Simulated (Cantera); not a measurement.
An isothermal, constant-pressure homogeneous reactor starts with CH4 : H2O = 1 : 4.5 (molar parts), at 1400 K and 1.10 bar.

Cantera simulation using GRI-Mech 3.0 (53 species, 325 reactions); the numbers are that mechanism's predictions, not measurements.

### Question
Predict: x(CH4) at 70.0 s; x(H2O) at 70.0 s; x(H) at 70.0 s; x(CH2O) at 70.0 s; x(H2) at 70.0 s.

### Answer
```json
{
 "x(CH4) at 70.0 s": "0.0458 (gas-phase equilibrium 3.53e-7)",
 "x(H2O) at 70.0 s": "0.541 (gas-phase equilibrium 0.426)",
 "x(H) at 70.0 s": "2.60e-6 (gas-phase equilibrium 3.10e-6)",
 "x(CH2O) at 70.0 s": "1.45e-7 (gas-phase equilibrium 2.03e-8)",
 "x(H2) at 70.0 s": "0.319 (gas-phase equilibrium 0.441)"
}
```
